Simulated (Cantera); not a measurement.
**Equilibrium for metals in furnace atmospheres: Cu + CO + H2**

Charge: 1 mol Cu, a varied amount of CO, 1.4 mol H2, equilibrated at 775 K and 32.0 mbar.

Method: chemical equilibrium by Gibbs-energy minimisation in Cantera with the NASA 1993 tables (ideal gas, pure condensed phases). Candidate condensed phases: C, C6H6, C7H8, C8H18, Cu, CuO, Cu(OH)2, Cu2O, H2O; 113 gas species. The numbers say what is thermodynamically allowed, not how fast it happens.

From 0.91 mol CO to 28 mol CO the condensed part is C(graphite) + Cu(s).

| n(CO) (mol) | log p CO2 | log p H2 | log p CO | log p H2O | log p CH4 | log p C2H6 | n C(graphite) | n Cu(s) |
|---|---|---|---|---|---|---|---|---|
| 0.91 | -2.39 | -1.71 | -2.38 | -2.44 | -3.12 | -9.37 | 0.396 | 1.00 |
| 1.3 | -2.24 | -1.77 | -2.30 | -2.42 | -3.24 | -9.55 | 0.574 | 1.00 |
| 1.9 | -2.10 | -1.85 | -2.23 | -2.43 | -3.39 | -9.78 | 0.840 | 1.00 |
| 2.8 | -1.99 | -1.94 | -2.17 | -2.46 | -3.58 | -10.06 | 1.23 | 1.00 |
| 4.1 | -1.90 | -2.05 | -2.13 | -2.53 | -3.79 | -10.39 | 1.77 | 1.00 |
| 6.1 | -1.83 | -2.18 | -2.09 | -2.62 | -4.05 | -10.77 | 2.61 | 1.00 |
| 8.9 | -1.78 | -2.31 | -2.07 | -2.72 | -4.31 | -11.16 | 3.76 | 1.00 |
| 13 | -1.74 | -2.45 | -2.05 | -2.85 | -4.59 | -11.58 | 5.45 | 1.00 |
| 19 | -1.72 | -2.60 | -2.04 | -2.98 | -4.89 | -12.02 | 7.91 | 1.00 |
| 28 | -1.70 | -2.75 | -2.03 | -3.13 | -5.20 | -12.49 | 11.6 | 1.00 |
log p: log10 of the partial pressure in bar; n: condensed amount in mol.
